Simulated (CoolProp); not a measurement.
Vapour-liquid equilibrium of R152A (1) + n-pentane (2) at 264 K; x and y are mole fractions of (1).

Model: multi-fluid Helmholtz-energy mixture model, Outcalt 1996 and Thol 2019; pair parameters Bell 2016, in CoolProp.

```json
[
 {"x": "0.05", "bubble pressure (bar)": "0.5480", "y at the bubble point": "0.718", "dew pressure at overall composition x (bar)": "0.1668", "liquid density (mol/L)": "9.237"},
 {"x": "0.125", "bubble pressure (bar)": "0.9653", "y at the bubble point": "0.846", "dew pressure at overall composition x (bar)": "0.1810", "liquid density (mol/L)": "9.504"},
 {"x": "0.2", "bubble pressure (bar)": "1.233", "y at the bubble point": "0.884", "dew pressure at overall composition x (bar)": "0.1978", "liquid density (mol/L)": "9.787"},
 {"x": "0.275", "bubble pressure (bar)": "1.397", "y at the bubble point": "0.901", "dew pressure at overall composition x (bar)": "0.2181", "liquid density (mol/L)": "10.09"},
 {"x": "0.35", "bubble pressure (bar)": "1.495", "y at the bubble point": "0.910", "dew pressure at overall composition x (bar)": "0.2429", "liquid density (mol/L)": "10.41"},
 {"x": "0.425", "bubble pressure (bar)": "1.552", "y at the bubble point": "0.915", "dew pressure at overall composition x (bar)": "0.2741", "liquid density (mol/L)": "10.76"},
 {"x": "0.5", "bubble pressure (bar)": "1.588", "y at the bubble point": "0.919", "dew pressure at overall composition x (bar)": "0.3145", "liquid density (mol/L)": "11.13"},
 {"x": "0.575", "bubble pressure (bar)": "1.615", "y at the bubble point": "0.922", "dew pressure at overall composition x (bar)": "0.3687", "liquid density (mol/L)": "11.54"},
 {"x": "0.65", "bubble pressure (bar)": "1.642", "y at the bubble point": "0.925", "dew pressure at overall composition x (bar)": "0.4454", "liquid density (mol/L)": "11.99"},
 {"x": "0.725", "bubble pressure (bar)": "1.675", "y at the bubble point": "0.930", "dew pressure at overall composition x (bar)": "0.5619", "liquid density (mol/L)": "12.48"},
 {"x": "0.8", "bubble pressure (bar)": "1.717", "y at the bubble point": "0.939", "dew pressure at overall composition x (bar)": "0.7594", "liquid density (mol/L)": "13.03"},
 {"x": "0.875", "bubble pressure (bar)": "1.770", "y at the bubble point": "0.953", "dew pressure at overall composition x (bar)": "1.159", "liquid density (mol/L)": "13.64"},
 {"x": "0.95", "bubble pressure (bar)": "1.832", "y at the bubble point": "0.976", "dew pressure at overall composition x (bar)": "1.761", "liquid density (mol/L)": "14.32"}
]
```

No azeotrope shows between x = 0.05 and 0.95.

Pair parameters are fitted to limited data, so mixtures are less certain than the pure fluids. With so large a gap from Raoult's law the liquid may split in two, which this calculation doesn't test in full.
